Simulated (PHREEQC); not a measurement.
# Polishing slurry liquid: an equilibrium model

A solution holds 40 mmol/kgw HNO3, 0.071 mmol/kgw H4SiO4 and 10 mmol/kgw KH2PO4, at 25 °C. Closed to the air; pH follows from the charge balance.

Model: ion-association model, wateq4f.dat, run in PHREEQC.

This is a speciation only: nothing precipitates in the calculation.

Q: Estimate the pH.

A: pH 1.56.

Q: In which forms is P present?

A: H3PO4 77 %, H2PO4- 23 % of the P.

H3PO4, which wateq4f.dat lacks, is added to it with the constant of phreeqc.dat.
